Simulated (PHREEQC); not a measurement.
Copper plating or etch bath (model solution)

Make-up at 25 °C: 0.084 mol/kgw CuSO4 and 0.00069 mol/kgw NaCl. Closed to the air; pH follows from the charge balance.

Model: ion-association model, wateq4f.dat, run in PHREEQC.

No solid was allowed to form.

What pH, ionic strength does the model give?

pH 4.55; ionic strength 0.178 mol/kgw.

In which forms is Na present?

Na+ 94 %, NaSO4- 6.3 % of the Na.

Saturation is exceeded, for instance for Antlerite, Brochantite; the values hold only as long as no solid forms.
